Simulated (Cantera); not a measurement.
An isothermal, constant-pressure homogeneous reactor starts with CO : O2 : H2O : N2 = 0.0015 : 0.0027 : 0.00017 : 1 (molar parts), at 975 K and 510000 Pa. Integrator tolerance rtol = 1e-08.

Model: GRI-Mech 3.0 (53 species, 325 reactions), integrated in Cantera.

Q: What does this change do: 0.0013 parts CH4 added?

A: 
```
quantity                                             before                                     after
----------------  -----------------------------------------  ----------------------------------------
x(CO) at 60.0 s     0.000854 (gas-phase equilibrium <1e-12)  0.00148 (gas-phase equilibrium 0.000535)
x(O2) at 60.0 s     0.00237 (gas-phase equilibrium 0.00194)    0.00265 (gas-phase equilibrium <1e-12)
x(H2O) at 60.0 s  0.000169 (gas-phase equilibrium 0.000169)  0.000200 (gas-phase equilibrium 0.00200)
x(NO) at 60.0 s    3.02e-11 (gas-phase equilibrium 2.57e-6)     <1e-12 (gas-phase equilibrium <1e-12)
x(HO2) at 60.0 s   7.80e-8 (gas-phase equilibrium 1.14e-12)    8.19e-9 (gas-phase equilibrium <1e-12)
x(OH) at 60.0 s   4.33e-10 (gas-phase equilibrium 5.93e-10)   1.22e-11 (gas-phase equilibrium <1e-12)
x(H2) at 60.0 s      2.85e-7 (gas-phase equilibrium <1e-12)  3.60e-6 (gas-phase equilibrium 0.000758)
```
Below about 1000 K GRI-Mech 3.0 lacks low-temperature oxidation paths.
